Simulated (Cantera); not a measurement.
Charge: 1 mol TiO2, 4.1 mol CO, 0.35 mol C, equilibrated at 1002 °C and 10.0 mbar.

Cantera equilibrium calculation (NASA polynomials, part measured and part estimated; ideal gas, pure solids and liquids). Candidate condensed phases: C, Ti, TiC, TiO, TiO2, Ti2O3, Ti3O5, Ti4O7; 15 gas species. Kinetics and transport are ignored.

Base state: CO 1.000, CO2 7.01e-5 (mole fractions); condensed: C(graphite) + Ti3O5(s).

**Question.** What changes in the equilibrium state with this change: temperature from 1002 °C to 800 °C?

**Answer.** 
```
species             before    after
-----------------  -------  -------
CO                   1.000    0.999
CO2                7.01e-5  0.00140
C(graphite), mol    0.0170    0.356
Ti3O5(s), mol        0.333        0
TiO2(rutile), mol        0     1.00
```
